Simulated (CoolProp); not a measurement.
R22 along the isobar 6820 kPa: fugacity coefficient from the reference equation and from simpler models built on Tc = 369.3 K, pc = 4990 kPa, ω = 0.221; each cubic takes its own stable root.

Computed with CoolProp (reference Helmholtz-energy equation of state, Kamei 1995).

```
T (K)          phase   reference  van der Waals  Redlich-Kwong
-----  -------------  ----------  -------------  -------------
291.4         liquid      0.1308         0.2705         0.1685
303.2         liquid      0.1728         0.3117         0.2135
315.1         liquid  (withheld)         0.3550         0.2640
326.9         liquid      0.2777         0.3992         0.3182
338.8         liquid      0.3394         0.4446         0.3760
350.6         liquid      0.4052         0.4898         0.4352
362.5         liquid      0.4743         0.5350         0.4951
374.3  supercritical      0.5430         0.5785         0.5525
386.2  supercritical      0.6066         0.6199         0.6050
398    supercritical      0.6541         0.6567         0.6472
409.8  supercritical      0.6908         0.6870         0.6805
421.7  supercritical      0.7219         0.7122         0.7087
433.5  supercritical      0.7486         0.7338         0.7331
445.4  supercritical      0.7723         0.7530         0.7549
457.2  supercritical      0.7932     (withheld)         0.7742
469.1  supercritical  (withheld)         0.7857         0.7918
```

### Question
Some entries are withheld; supply them.

### Answer

- 315.1, reference: 0.2222
- 457.2, van der Waals: 0.7701
- 469.1, reference: 0.8121
